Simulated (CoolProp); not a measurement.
Vapour-liquid equilibrium of dimethyl carbonate (1) + n-octane (2) at 143.25 °C; x and y are mole fractions of (1).

Model: multi-fluid Helmholtz-energy mixture model, Zhou 2011 and Beckmüller 2019; pair parameters Bell 2016, in CoolProp.

### Question
Give the bubble pressure and the first vapour's composition at x = 0.05, 0.35, 0.8. Is there an azeotrope?

### Answer
x = 0.05: 204.1 kPa, y = 0.233; x = 0.35: 361.2 kPa, y = 0.652; x = 0.8: 433.6 kPa, y = 0.836. y crosses x between x = 0.8 and 0.95: the model has an azeotrope there.

The pair parameters rest on a limited set of measurements; away from them the model extrapolates.
